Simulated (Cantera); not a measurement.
A closed system holds: 1 mol Si2Cl6, 0.02 mol Cl2, 57 mol H2, held at 1173 K and 75.0 Torr.

Method: chemical equilibrium by Gibbs-energy minimisation in Cantera with the NASA 1993 tables (ideal gas, pure condensed phases). Candidate condensed phases: Si; 19 gas species. The feed counts by its element totals alone. The tables' values for SiCl3 are old estimates; treat these amounts as uncertain. Rates play no part.

Base state: H2 0.941, HCl 0.0394, SiCl4 0.00866, SiHCl3 0.00483, SiCl2 0.00374, SiCl3 0.00181, SiH2Cl2 0.000344 (mole fractions); condensed: Si(s).

Problem. What changes in the equilibrium state with this change: Si2Cl6 replaced by Si3H8?

Solution. 
```csv
species,before,after
H2,0.941,0.999
HCl,0.0394,0.000653
SiCl2,0.00374,9.71e-7
SiCl4,0.00866,<1e-9
SiCl3,0.00181,7.58e-9
SiHCl3,0.00483,2.08e-8
"Si(s), mol",0.853,3.00
```

Problem. What changes in the equilibrium state with this change: pressure from 75.0 Torr to 10.0 Torr?

Solution. 
| species | before | after |
|---|---|---|
| H2 | 0.941 | 0.928 |
| HCl | 0.0394 | 0.0557 |
| SiCl2 | 0.00374 | 0.00760 |
| SiCl4 | 0.00866 | 0.00476 |
| SiH2Cl2 | 0.000344 | 9.19e-5 |
| SiHCl3 | 0.00483 | 0.00185 |
| Si(s), mol | 0.853 | 1.03 |

Problem. What changes in the equilibrium state with this change: temperature from 1173 K to 1323.15 K?

Solution. 
| species | before | after |
|---|---|---|
| H2 | 0.941 | 0.923 |
| HCl | 0.0394 | 0.0606 |
| SiCl2 | 0.00374 | 0.0109 |
| SiCl4 | 0.00866 | 0.00197 |
| SiHCl3 | 0.00483 | 0.00152 |
| SiH2Cl2 | 0.000344 | 0.000168 |
| SiCl3 | 0.00181 | 0.00198 |
| Si(s), mol | 0.853 | 1.01 |
